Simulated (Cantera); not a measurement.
Standard-state values (1 bar) from the NASA 1993 polynomials, evaluated with Cantera. Values are per mole of reaction as written; species without (g) are pure solids or liquids, kept so even where they would boil at 1 bar.

### Question
Between 300 and 2648 K, where is each reaction favourable under standard conditions?
- 2 H2(g) + TaO2(g) → 2 H2O(g) + Ta

### Answer
- 2 H2(g) + TaO2(g) → 2 H2O(g) + Ta: ΔG° is -246 kJ at 300 K and 67 kJ at 2648 K; it changes sign between 300 and 2348 K. ΔH° is -280 kJ and ΔS° -131 J/K at 2648 K.
